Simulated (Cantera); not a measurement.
Feed: 1 mol Ni, 1.7 mol NH3, 140 mol N2, held at 1123 K and 2700 Pa.

Equilibrium computed with Cantera from the NASA thermochemical tables; the gas is ideal and each condensed phase is pure. Candidate condensed phases: Ni; 10 gas species. Equilibrium is a limit: real reactors are often held back by kinetics, nucleation or transport.

Base state: N2 0.982, H2 0.0178 (mole fractions); condensed: Ni(s).

Q: What changes in the equilibrium state with this change: Ni replaced by Si?

A: 
```
species        before   after
-------------  ------  ------
N2              0.982   0.982
H2             0.0178  0.0179
Ni(s), mol       1.00       0
Si3N4(s), mol       0   0.333
```
Further candidate phases: Si, Si3N4.
